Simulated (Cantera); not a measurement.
Charge: 1 mol C, 0.038 mol O2, 20 mol N2, equilibrated at 2675 °C and 0.000830 bar.

These are equilibrium values from Cantera (NASA tables, ideal gas, pure condensed phases), not measurements of a reactor. Equilibrium is a limit: real reactors are often held back by kinetics, nucleation or transport.

```json
[
 {"species": "N2", "before": "0.960", "after": "0.994"},
 {"species": "CO", "before": "0.00369", "after": "0.00378"},
 {"species": "CN", "before": "0.0212", "after": "0.00155"},
 {"species": "C", "before": "0.00955", "after": "1.28e-5"},
 {"species": "C4N2", "before": "4.76e-8", "after": "1.10e-5"},
 {"species": "C2", "before": "0.00144", "after": "7.43e-6"},
 {"species": "N", "before": "0.000337", "after": "6.37e-6"},
 {"species": "C3", "before": "0.00370", "after": "7.39e-5"},
 {"species": "C2N2", "before": "4.87e-5", "after": "0.000752"},
 {"species": "CNC", "before": "1.12e-5", "after": "3.16e-6"},
 {"species": "C(graphite), mol", "before": "0", "after": "0.857"}
]
```
Gas species are given as mole fractions.

### Question
Name the change that produced these shifts.
A. C replaced by CO
B. pressure from 0.000830 bar to 2.40 bar
C. temperature from 2675 °C to 1125 °C
D. O2 from 0.038 to 0.19 mol

### Answer
B, pressure from 0.000830 bar to 2.40 bar
